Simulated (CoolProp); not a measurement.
Ethanol along the isotherm 14.55 °C: fugacity coefficient from the reference equation and from simpler models built on Tc = 241.6 °C, pc = 6.268 MPa, ω = 0.644; each cubic takes its own stable root.

Computed with CoolProp (reference Helmholtz-energy equation of state, Schroeder 2014).

```
p (MPa)   phase  reference
-------  ------  ---------
1.42     liquid   0.003056
2.85     liquid   0.001576
4.27     liquid   0.001089
5.7      liquid  0.0008442
7.12     liquid  0.0006994
8.55     liquid  0.0006028
9.97     liquid  0.0005349
11.4     liquid  0.0004841
12.8     liquid  0.0004459
14.2     liquid  0.0004156
15.7     liquid  0.0003896
```

### Question
How far does each simpler model (van der Waals, Redlich-Kwong, Soave-Redlich-Kwong, Peng-Robinson) lie from the reference over these 11 states: mean and median of the absolute difference, and the worst?

### Answer
- van der Waals: mean 9269.8 %, median 9241.4 %, worst +10657.2 % at 14.55 °C and 15.7 MPa
- Redlich-Kwong: mean 1346.6 %, median 1346.4 %, worst +1410.3 % at 14.55 °C and 15.7 MPa
- Soave-Redlich-Kwong: mean 8.2 %, median 8.2 %, worst -11.0 % at 14.55 °C and 1.42 MPa
- Peng-Robinson: mean 1.6 %, median 1.5 %, worst +2.5 % at 14.55 °C and 15.7 MPa
